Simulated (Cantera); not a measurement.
Feed: 1 mol Al, 1.2 mol N2O, 770 mol H2, at 1.05 Torr.

These are equilibrium values from Cantera (NASA tables, ideal gas, pure condensed phases), not measurements of a reactor. Candidate condensed phases: Al, AlN, Al2O3, H2O; 35 gas species. The tables' values for AlOH are old estimates; treat these amounts as uncertain. Equilibrium is a limit: real reactors are often held back by kinetics, nucleation or transport.

log p: log10 of the partial pressure in bar; n: condensed amount in mol.

```json
[
 {"T (°C)": "1452", "log p H2": "-2.86", "log p H": "-5.16", "log p N2": "-5.66", "log p H2O": "-7.59", "log p Al": "-6.50", "log p Al2O": "-7.36", "n Al2O3(s)": "0.387"},
 {"T (°C)": "1502", "log p H2": "-2.86", "log p H": "-4.97", "log p N2": "-5.66", "log p H2O": "-7.18", "log p Al": "-6.47", "log p Al2O": "-7.35", "n Al2O3(s)": "0.378"},
 {"T (°C)": "1552", "log p H2": "-2.86", "log p H": "-4.79", "log p N2": "-5.66", "log p H2O": "-6.81", "log p Al": "-6.41", "log p Al2O": "-7.30", "n Al2O3(s)": "0.360"},
 {"T (°C)": "1602", "log p H2": "-2.86", "log p H": "-4.61", "log p N2": "-5.67", "log p H2O": "-6.48", "log p Al": "-6.31", "log p Al2O": "-7.21", "n Al2O3(s)": "0.323"},
 {"T (°C)": "1652", "log p H2": "-2.87", "log p H": "___", "log p N2": "-5.67", "log p H2O": "___", "log p Al": "___", "log p Al2O": "___", "n Al2O3(s)": "___"},
 {"T (°C)": "1702", "log p H2": "-2.87", "log p H": "___", "log p N2": "-5.67", "log p H2O": "___", "log p Al": "___", "log p Al2O": "___", "n Al2O3(s)": "___"},
 {"T (°C)": "1752", "log p H2": "-2.88", "log p H": "-4.15", "log p N2": "-5.67", "log p H2O": "-5.74", "log p Al": "-5.89", "log p Al2O": "-6.73", "n Al2O3(s)": "0"}
]
```

### Question
Complete the blanks.

### Answer

- 1652, log p H: -4.45
- 1652, log p H2O: -6.20
- 1652, log p Al: -6.19
- 1652, log p Al2O: -7.07
- 1652, n Al2O3(s): 0.260
- 1702, log p H: -4.30
- 1702, log p H2O: -5.95
- 1702, log p Al: -6.04
- 1702, log p Al2O: -6.90
- 1702, n Al2O3(s): 0.155
